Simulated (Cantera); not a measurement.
A closed system holds: 1 mol SiHCl3, 27 mol N2, held at 0.100 bar.

Cantera equilibrium calculation (NASA polynomials, part measured and part estimated; ideal gas, pure solids and liquids). Candidate condensed phases: NH4Cl, Si, Si3N4; 28 gas species. The tables' values for SiCl3, SiCl are old estimates; treat these amounts as uncertain. The numbers say what is thermodynamically allowed, not how fast it happens. All values below are at 1550 °C.

Base state: N2 0.932, SiCl2 0.0312, HCl 0.0301, SiCl3 0.00291, H2 0.00217, Cl 0.000675, SiCl4 0.000420, H 6.39e-5 (mole fractions); condensed: gas only.

Q: What changes in the equilibrium state with this change: pressure from 0.100 bar to 1.33 mbar?

A: 
```csv
species,before,after
N2,0.932,0.928
SiCl2,0.0312,0.0338
HCl,0.0301,0.0290
Cl,0.000675,0.00539
Si,1.10e-6,0.000106
SiCl4,0.000420,5.14e-6
SiCl,1.70e-5,0.000173
H,6.39e-5,0.000579
SiCl3,0.00291,0.000335
```
